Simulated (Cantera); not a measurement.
A perfectly stirred reactor is fed with CH4 : H2 : O2 : N2 : H2O = 1 : 0.88 : 2.6 : 8.05 : 0.27 (molar parts), equivalence ratio 0.94, at 10.0 bar; it is adiabatic with a 823 K inlet, and is followed from long to short residence time, starting on the burning branch (τ in s: 0.27, 0.065, 0.016, 0.0038, 0.00091, 0.00022, 5.2e-05, 1.3e-05, 3e-06).

Model: GRI-Mech 3.0 (53 species, 325 reactions), integrated in Cantera.

Question: What does this change do: CH4 1 to 0.69 parts?

Answer: 
```
quantity                                                                          before                                   after
------------------------------------------------  --------------------------------------  --------------------------------------
blow-out, bracketed by the residence times tried  burning at 3.00 µs, the shortest tried  burning at 3.00 µs, the shortest tried
x(CH4) at τ = 0.270 s                                                            3.30e-8                                 5.12e-8
x(H2) at τ = 0.270 s                                                             0.00697                                0.000927
x(O2) at τ = 0.270 s                                                              0.0162                                  0.0595
x(CO) at τ = 0.270 s                                                              0.0129                                 0.00148
x(CO2) at τ = 0.270 s                                                             0.0669                                  0.0556
x(CH4) at τ = 0.910 ms                                                           8.96e-6                                 1.29e-5
x(H2) at τ = 0.910 ms                                                            0.00727                                 0.00118
x(O2) at τ = 0.910 ms                                                             0.0183                                  0.0637
x(CO) at τ = 0.910 ms                                                             0.0135                                 0.00210
x(CO2) at τ = 0.910 ms                                                            0.0662                                  0.0549
```
